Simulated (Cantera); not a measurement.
## Thermodynamics of iron carbonyl, mercury and lead vapours, feed Pb + CO + H2

Input: 1 mol Pb, 4.4 mol CO, 2.2 mol H2, equilibrated at 0.100 bar.

Equilibrium computed with Cantera from the NASA thermochemical tables; the gas is ideal and each condensed phase is pure. Candidate condensed phases: C, C6H6, C7H8, C8H18, H2O, Pb, PbO, PbO2, Pb3O4; 113 gas species. Rates play no part.

From 450 °C to 1150 °C the condensed part is C(graphite) + Pb(l). From 1250 °C to 1350 °C nothing is condensed. The main Pb-bearing gas is Pb throughout.

```tsv
T (°C)	log p CO	log p CO2	log p H2	log p H2O	log p Pb	log p CH4	n C(graphite)	n Pb(l)
450	-2.29	-1.38	-1.61	-1.59	-8.51	-2.49	2.48	1.00
550	-1.61	-1.53	-1.47	-1.96	-6.87	-2.97	1.83	1.000
650	-1.27	-2.04	-1.47	-2.55	-5.60	-3.57	0.686	1.000
750	-1.19	-2.83	-1.48	-3.23	-4.57	-4.08	0.129	0.998
850	-1.18	-3.58	-1.48	-3.84	-3.74	-4.49	0.0248	0.988
950	-1.18	-4.22	-1.48	-4.36	-3.04	-4.84	0.00593	0.940
1050	-1.19	-4.79	-1.49	-4.82	-2.45	-5.15	0.00167	0.760
1150	-1.23	-5.32	-1.53	-5.27	-1.95	-5.48	0.000493	0.167
1250	-1.24	-5.74	-1.54	-5.61	-1.88	-5.71	0	0
1350	-1.24	-6.01	-1.54	-5.82	-1.88	-5.98	0	0
```
log p: log10 of the partial pressure in bar; n: condensed amount in mol.
